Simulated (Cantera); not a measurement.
What does this Cantera script print?

```python
import numpy as np
import cantera as ct

gas_names = """
    N NO NO2 NO3 N2 N2O O O2 O3 Si SiN SiO SiO2 Si2 Si2N Si3
""".split()
cond_names = """
    Si(cr) Si(L) SiO2(Lqz) SiO2(hqz) SiO2(L) Si2N2O(s) Si3N4(a)
""".split()


# ... load() reads the species with a 1 bar reference pressure and builds the phases ...
atoms = {
    'Si': {'Si': 1},
    'O2': {'O': 2},
    'N2': {'N': 2},
}
top_T = {'Si2N2O(s)': 2100, 'Si3N4(a)': 2400}  # K; cautious upper limits of use, not melting points


# ... equilibrate(T, P, feed) seeds the gas with the atoms and calls Mixture.equilibrate('TP', solver="vcs", rtol=1e-11, max_steps=5000) ...
results = []
T = 1725  # K
P = 1000  # Pa
for m in [0.24, 0.3, 0.38, 0.49, 0.62, 0.78, 0.99, 1.3, 1.6]:
    feed = {'Si': 1, 'O2': m, 'N2': 2.5}  # mol
    mix = equilibrate(T, P, feed)
    results.append((T, P, feed, dict(zip(mix.species_names, mix.species_moles))))

top = {s: max(r[3][s] / sum(r[3][g] for g in gas_names) for r in results) for s in gas_names}
cols = sorted((s for s in top if top[s] > 1e-06), key=lambda s: -top[s])[:7]
seen = [c for c in cond_names if any(r[3].get(c, 0) > 1e-12 for r in results)]
print("log10 of partial pressures in bar; condensed amounts in mol")
print(f"{'n(O2)':>10s}" + "".join(f"{s[:9]:>10s}" for s in cols + seen))
for T, P, feed, n in results:
    ng = sum(n[g] for g in gas_names)
    print(f"{feed['O2']:10.4g}" + "".join(f"{np.log10(max(n[s] / ng * P / 1e5, 1e-99)):10.3f}" for s in cols)
          + "".join(f"{n.get(c, 0):10.4g}" for c in seen))
```

It prints:

```
log10 of partial pressures in bar; condensed amounts in mol
     n(O2)        N2       SiO        O2        NO         O        Si       SiN   SiO2(L) Si2N2O(s)  Si3N4(a)
      0.24    -2.003    -4.224   -22.401   -14.308   -15.437    -6.399    -7.653         0     0.468   0.01731
       0.3    -2.040    -3.061   -17.823   -12.037   -13.148    -7.525    -8.798         0       0.4         0
      0.38    -2.090    -2.728   -16.593   -11.448   -12.533    -7.807    -9.105         0      0.24         0
      0.49    -2.100    -2.686   -16.446   -11.379   -12.459    -7.839    -9.142    0.1154    0.1354         0
      0.62    -2.100    -2.686   -16.446   -11.379   -12.459    -7.839    -9.142    0.2806   0.04055         0
      0.78    -2.070    -2.825   -16.168   -11.225   -12.320    -8.117    -9.405      0.56         0         0
      0.99    -2.003    -4.100   -13.617    -9.916   -11.045   -10.667   -11.922      0.98         0         0
       1.3    -2.050    -9.421    -2.975    -4.619    -5.724   -21.309   -22.587         1         0         0
       1.6    -2.094    -9.550    -2.717    -4.512    -5.595   -21.567   -22.868         1         0         0
```

Cantera equilibrium calculation (NASA polynomials, part measured and part estimated; ideal gas, pure solids and liquids). Mutual solubility and eutectic melting of coexisting phases are not modelled. The tables hold silica as quartz up to 1696 K and as liquid above; real silica turns to tridymite and cristobalite and melts near 1996 K.
